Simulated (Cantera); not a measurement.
Feed: 1 mol SiH2Cl2, 140 mol H2, held at 973.15 K and 13.5 Torr.

Method: chemical equilibrium by Gibbs-energy minimisation in Cantera with the NASA 1993 tables (ideal gas, pure condensed phases). Candidate condensed phases: Si; 19 gas species. The tables' values for SiCl3 are old estimates; treat these amounts as uncertain. The numbers say what is thermodynamically allowed, not how fast it happens.

Base state: H2 0.990, HCl 0.00805, SiCl4 0.000918, SiHCl3 0.000636, SiCl2 0.000105, SiCl3 5.81e-5, SiH2Cl2 4.60e-5 (mole fractions); condensed: Si(s).

Problem. What changes in the equilibrium state with this change: temperature from 973.15 K to 1550 K?

Solution. 
```csv
species,before,after
H2,0.990,0.986
HCl,0.00805,0.0129
SiCl2,0.000105,0.000566
SiCl4,0.000918,1.60e-8
H,8.05e-9,0.000233
SiHCl3,0.000636,1.50e-7
"Si(s), mol",0.750,0.918
```

Problem. What changes in the equilibrium state with this change: temperature from 973.15 K to 1450 K?

Solution. 
| species | before | after |
|---|---|---|
| H2 | 0.990 | 0.986 |
| HCl | 0.00805 | 0.0130 |
| SiCl2 | 0.000105 | 0.000529 |
| SiCl4 | 0.000918 | 7.22e-8 |
| H | 8.05e-9 | 7.00e-5 |
| SiHCl3 | 0.000636 | 4.72e-7 |
| SiH2Cl2 | 4.60e-5 | 4.77e-7 |
| Si(s), mol | 0.750 | 0.924 |
